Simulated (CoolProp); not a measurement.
Saturated liquid density (kg/m³) of methanol: the reference equation beside estimates from Tc = 513.4 K, pc = 8216 kPa, ω = 0.565. Rackett uses Z = 0.29056 − 0.08775 ω.

Values from CoolProp's reference Helmholtz-energy equation of state, de Reuck 1993.

| T (K) | reference | Rackett | Redlich-Kwong | Soave-Redlich-Kwong | Peng-Robinson |
|---|---|---|---|---|---|
| 396.8 | 682.7 | 649.7 | 467.2 | 514.6 | 582.9 |
| 401.9 | 676.1 | 642.1 | 460.7 | 508.2 | 575.8 |
| 407 | 669.3 | 634.3 | 454.1 | 501.5 | 568.3 |
| 412.1 | 662.3 | … | 447.3 | … | 560.6 |
| 417.2 | 655.0 | 618.1 | 440.3 | 487.3 | … |
| 422.2 | … | 609.9 | … | 480.0 | 544.3 |
| 427.3 | 639.8 | 601.4 | 425.7 | 472.2 | 535.5 |
| 432.4 | 631.6 | 592.5 | 418.1 | 464.0 | 526.3 |
| 437.5 | 623.1 | 583.5 | 410.2 | 455.5 | 516.7 |
| 442.6 | 614.2 | 574.1 | 402.0 | 446.6 | 506.6 |
| 447.7 | 604.9 | 564.3 | 393.5 | 437.2 | 495.9 |
| 452.8 | 595.0 | 554.3 | 384.7 | 427.4 | 484.7 |
| 457.9 | 584.6 | 543.7 | 375.5 | 417.1 | … |
| 463 | 573.6 | 532.7 | 365.9 | 406.2 | 460.3 |

Problem. Complete the blanks.

Solution. 
- 412.1, Rackett: 626.3
- 412.1, Soave-Redlich-Kwong: 494.6
- 417.2, Peng-Robinson: 552.5
- 422.2, reference: 647.6
- 422.2, Redlich-Kwong: 433.2
- 457.9, Peng-Robinson: 472.9

Absolute difference from the reference over all 14 rows, mean and median: Rackett 6.1 and 6.1 %, Redlich-Kwong 33.7 and 33.6 %, Soave-Redlich-Kwong 26.6 and 26.4 %, Peng-Robinson 16.7 and 16.5 %.
